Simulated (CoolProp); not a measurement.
Vapour-liquid equilibrium of propane (1) + n-butane (2) at 50.45 °C; x and y are mole fractions of (1).

Computed with CoolProp (multi-fluid Helmholtz-energy mixture model, Lemmon 2009 and Bücker 2006; pair parameters Kunz 2012).

```
x      bubble pressure, mixture model (bar)  bubble pressure, Raoult's law (bar)  y, mixture model  y, Raoult's law
-----  ------------------------------------  -----------------------------------  ----------------  ---------------
0.05                                  5.541                                5.630             0.127            0.154
0.125                                 6.346                                6.552             0.282            0.330
0.2                                   7.170                                7.473             0.405            0.463
0.275                                 8.012                                8.394             0.506            0.567
0.35                                  8.873                                9.316             0.591            0.650
0.425                                 9.753                                10.24             0.662            0.718
0.5                                   10.65                                11.16             0.724            0.775
0.575                                 11.57                                12.08             0.778            0.824
0.65                                  12.51                                13.00             0.825            0.865
0.725                                 13.48                                13.92             0.869            0.901
0.8                                   14.48                                14.84             0.908            0.932
0.875                                 15.50                                15.77             0.944            0.960
0.95                                  16.57                                16.69             0.978            0.985
```

The largest gap from Raoult's law is -4.8 % in bubble pressure, at x = 0.35. No azeotrope shows between x = 0.05 and 0.95.

Pair parameters are fitted to limited data, so mixtures are less certain than the pure fluids.
